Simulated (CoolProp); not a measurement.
Computed with CoolProp (reference Helmholtz-energy equation of state, Lemmon 2006). It is a short technical equation, of lower accuracy than the large ones.

Q: Give the vapour pressure (bar), vapour Z, surface tension (mN/m), liquid viscosity (µPa s) of saturated C2F6 (R116) at 214.1 K.

A: 
```
T (K)  p (bar)  vapour Z  surface tension (mN/m)  liquid viscosity (µPa s)
-----  -------  --------  ----------------------  ------------------------
214.1     2.54     0.914                    8.50                       303
```

Viscosity comes from a separate model (Huber 2003), an estimate that may be off by 10 % or more. Surface tension comes from a separate correlation (Mulero 2012).
